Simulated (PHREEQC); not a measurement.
3.1 g of hydrous ferric oxide (600 m²/g; 0.2 weak and 0.005 strong sites per Fe, Dzombak-Morel constants, diffuse double layer) in 1 kg of water with 0.3 mol/kgw of an inert sodium salt and 0.00059 mol/kgw BaCl2 and 0.00016 mol/kgw MnCl2, at 25 °C; the pH is set by adding NaOH or the inert anion's acid. No oxygen is let in. CO2 from the air is kept out. No solid was allowed to form.

The series has 13 steps of pH, from 3 to 11.

Computed with PHREEQC (ion-association model, wateq4f.dat).

Task: Near which pH is half of the Ba sorbed, and on which side is more sorbed?

Result: Near pH 9.2, with more sorbed at higher pH.

Task: Near which pH is half of the Mn sorbed, and on which side is more sorbed?

Result: Near pH 6.4, with more sorbed at higher pH.

The oxide is taken as insoluble; below pH 4 it would dissolve.
